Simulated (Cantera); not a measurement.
# CsCl + N2 (halide evaporation, hydrolysis and transport)

A closed system holds: 1 mol CsCl, 7.7 mol N2.

These are equilibrium values from Cantera (NASA tables, ideal gas, pure condensed phases), not measurements of a reactor. Candidate condensed phases: Cs, CsCl; 8 gas species. Equilibrium is a limit: real reactors are often held back by kinetics, nucleation or transport.

Stable condensed phases:

```
T in K \ P in Pa
           0.10   0.72    5.2     37    270   1900  14000 100000
   2223       A      A      A      A      A      A      A      A
   2123       A      A      A      A      A      A      A      A
   2023       A      A      A      A      A      A      A      A
   1923       A      A      A      A      A      A      A      A
   1823       A      A      A      A      A      A      A      A
   1723       A      A      A      A      A      A      A      A
   1623       A      A      A      A      A      A      A      A
   1523       A      A      A      A      A      A      A      A
   1423       A      A      A      A      A      A      A      A
   1323       A      A      A      A      A      A      A      A
   1223       A      A      A      A      A      A      A      B
   1123       A      A      A      A      A      A      B      B
   1023       A      A      A      A      A      B      B      B
    923       A      A      A      A      B      B      B      B
```

A: gas only; B: CsCl.
